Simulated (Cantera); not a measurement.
Standard-state values (1 bar) from the NASA 1993 polynomials, evaluated with Cantera. Values are per mole of reaction as written; species without (g) are pure solids or liquids, kept so even where they would boil at 1 bar. TaC: taken at fixed stoichiometry.

### Question
Between 1150 and 2750 K, where is each reaction favourable under standard conditions?
- TaC + 2 CH4(g) ⇌ Ta + C3H8(g)

### Answer
- TaC + 2 CH4(g) ⇌ Ta + C3H8(g): ΔG° is 308 kJ at 1150 K and 473 kJ at 2750 K; it stays positive (K < 1). ΔH° is 181 kJ and ΔS° -106 J/K at 2750 K.
